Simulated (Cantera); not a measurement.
# Reactions in the system B-Cl-O

Cantera with NASA thermochemical tables; ideal gases at 1 bar, condensed phases pure. Values are per mole of reaction as written; species without (g) are pure solids or liquids, kept so even where they would boil at 1 bar. The tables' values for BOCl are old estimates.

2 Cl2(g) + 2 B2O3(g) → 4 BOCl(g) + O2(g)

```json
[
 {"T (K)": "300", "ΔH° (kJ)": "406.8", "ΔS° (J/K)": "141.2", "ΔG° (kJ)": "364.4", "log10 K": "-63.45"},
 {"T (K)": "1825", "ΔH° (kJ)": "406.5", "ΔS° (J/K)": "143.4", "ΔG° (kJ)": "144.7", "log10 K": "-4.14"},
 {"T (K)": "1925", "ΔH° (kJ)": "406.2", "ΔS° (J/K)": "143.3", "ΔG° (kJ)": "130.4", "log10 K": "-3.54"},
 {"T (K)": "2025", "ΔH° (kJ)": "405.8", "ΔS° (J/K)": "143.1", "ΔG° (kJ)": "116.1", "log10 K": "-2.99"},
 {"T (K)": "2125", "ΔH° (kJ)": "405.4", "ΔS° (J/K)": "142.9", "ΔG° (kJ)": "101.8", "log10 K": "-2.50"},
 {"T (K)": "2225", "ΔH° (kJ)": "404.9", "ΔS° (J/K)": "142.6", "ΔG° (kJ)": "87.5", "log10 K": "-2.05"},
 {"T (K)": "2325", "ΔH° (kJ)": "404.4", "ΔS° (J/K)": "142.4", "ΔG° (kJ)": "73.3", "log10 K": "-1.65"}
]
```
